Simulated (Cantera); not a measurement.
# Ta(OEt)₅ + O₂ + H₂ (tantalum, niobium, vanadium and zirconium in process gases)

A closed system holds: 1 mol Ta(OEt)₅, a varied amount of O₂, 7.7 mol H₂, equilibrated at 1498 K and 6.50 Pa.

Equilibrium computed with Cantera from the NASA thermochemical tables; the gas is ideal and each condensed phase is pure. Candidate condensed phases: C, C₆H₆, C₇H₈, C₈H₁₈, H₂O, Ta, TaC, Ta₂O₅; 113 gas species. The feed counts by its element totals alone. Mutual solubility and eutectic melting of coexisting phases are not modelled. TaC: taken at fixed stoichiometry. Condensed phases not in the tables: Ta₂C. The numbers say what is thermodynamically allowed, not how fast it happens.

```tsv
n(O₂) (mol)	log p H₂	log p CO	log p H₂O	log p CO₂	n C(graphite)	n TaC(s)	n Ta₂O₅(s)
0.027	-4.29	-4.89	-11.93	-12.94	3.95	1.00	0
0.048	-4.29	-4.88	-11.93	-12.94	3.90	1.00	0
0.083	-4.29	-4.88	-11.92	-12.93	3.83	1.00	0
0.15	-4.29	-4.87	-11.92	-12.91	3.70	1.00	0
0.26	-4.29	-4.86	-11.91	-12.88	3.48	1.00	0
0.45	-4.30	-4.83	-11.89	-12.84	3.10	1.00	0
0.79	-4.31	-4.80	-11.87	-12.76	2.42	1.00	0
1.4	-4.33	-4.74	-11.83	-12.66	1.20	1.00	0
2.4	-4.35	-4.69	-7.96	-8.71	0	0.773	0.113
4.2	-4.38	-4.67	-5.79	-6.50	0	0	0.500
7.4	-4.51	-4.73	-4.90	-5.53	0	0	0.500
```
log p: log10 of the partial pressure in bar; n: condensed amount in mol.

From 0.027 mol O₂ to 1.4 mol O₂ the condensed part is C(graphite) + TaC(s). At 2.4 mol O₂ the condensed part is TaC(s) + Ta₂O₅(s). From 4.2 mol O₂ to 7.4 mol O₂ the condensed part is Ta₂O₅(s).
